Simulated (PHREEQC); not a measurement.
Make-up at 25 °C: 36 mmol/kgw KOH, 0.74 mmol/kgw H4SiO4 and 5.2 mmol/kgw Na2CO3. Closed to the air; pH follows from the charge balance.

Equilibrium calculation in PHREEQC: ion-association model, wateq4f.dat.

Each row changes one thing in this solution. Precipitation was switched off in this run.

```tsv
case	pH	ionic strength (mol/kgw)
as made	12.45	0.0509
KOH replaced by K2SO4 at the same molality	10.54	0.111
Na2CO3 left out	12.47	0.0362
Na2CO3 from 0.0052 to 0.0078 mol/kgw	12.45	0.0578
Na2CO3 from 0.0052 to 0.00104 mol/kgw	12.46	0.0393
H4SiO4 left out	12.46	0.0508
KOH from 0.036 to 0.0036 mol/kgw	11.43	0.0180
0.014 mol/kgw LiNO3 added	12.45	0.0650
```

Species that the database lacks are ignored.
